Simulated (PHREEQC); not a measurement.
Consider water at 35 °C with 0.019 mol CdCl2, 0.0004 mol KCl and 0.24 mol MnSO4 per kg of water. Closed to the air; pH follows from the charge balance.

Equilibrium calculation in PHREEQC: ion-association model, wateq4f.dat.

Task: The ionic strength comes out as 0.483 mol/kgw. What activity coefficients do K+, Cl-, MnCl+, CdCl3-, Cd(SO4)2-2 get?

Result: K+ 0.64, Cl- 0.64, MnCl+ 0.68, CdCl3- 0.73, Cd(SO4)2-2 0.28.

No solid was allowed to form.
